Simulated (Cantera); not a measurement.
What does this Cantera script print?

```python
import numpy as np
import cantera as ct

gas = ct.Solution("gri30.yaml")
gas.TPX = 1873, 1800, {'CH4': 1, 'H2': 4}
inlet = ct.Reservoir(gas, clone=True)

reactor = ct.IdealGasConstPressureReactor(gas, energy="off", clone=False)
exhaust = ct.Reservoir(gas, clone=True)
tau = [4.9, 1, 0.21, 0.045, 0.0093, 0.0019, 0.0004][0]
for a, b in ((inlet, reactor), (reactor, exhaust)):
    ct.MassFlowController(a, b, mdot=lambda t: reactor.mass / tau)
net = ct.ReactorNet([reactor])
show = ['CH4', 'H2', 'CH2', 'CH3', 'C2H4', 'C2H', 'H']

rows = []
print(f"{'tau/s':>10s}{'T/K':>9s}" + "".join(f"{s:>11s}" for s in show))
for tau in [4.9, 1, 0.21, 0.045, 0.0093, 0.0019, 0.0004]:
    net.initial_time = 0.0
    net.advance(30 * tau)
    before = gas.X
    net.advance(40 * tau)
    drift = np.max(np.abs(gas.X - before) / (gas.X + 1e-9))
    rows.append([gas.T, *gas[show].X, drift])
    print(f"{tau:10.3e}{gas.T:9.1f}" + "".join(f"{x:11.3e}" for x in gas[show].X))
```

It prints:

```
     tau/s      T/K        CH4         H2        CH2        CH3       C2H4        C2H          H
 4.900e+00   1873.0  5.537e-03  9.095e-01  2.164e-06  4.711e-04  2.820e-05  4.040e-06  3.873e-03
 1.000e+00   1873.0  1.463e-02  9.045e-01  3.600e-06  1.038e-03  6.635e-05  3.204e-06  3.217e-03
 2.100e-01   1873.0  3.688e-02  8.915e-01  5.260e-06  2.146e-03  2.513e-04  2.296e-06  2.611e-03
 4.500e-02   1873.0  8.144e-02  8.649e-01  6.780e-06  3.914e-03  9.203e-04  1.337e-06  2.107e-03
 9.300e-03   1873.0  1.483e-01  8.256e-01  6.628e-06  5.362e-03  2.062e-03  3.711e-07  1.527e-03
 1.900e-03   1873.0  1.946e-01  8.011e-01  1.616e-06  2.653e-03  5.741e-04  3.835e-09  5.566e-04
 4.000e-04   1873.0  1.993e-01  8.000e-01  8.630e-08  5.628e-04  9.200e-06  1.376e-12  1.166e-04
```

Cantera simulation using GRI-Mech 3.0 (53 species, 325 reactions); the numbers are that mechanism's predictions, not measurements. GRI-Mech 3.0 stops at C3 and has no aromatics, soot or wall deposition, so with more carbon than oxygen in the feed, carbon stays in small species such as C2H2 where larger ones or solid carbon would form. Radical loss at walls, strong at low pressure, is not modelled.
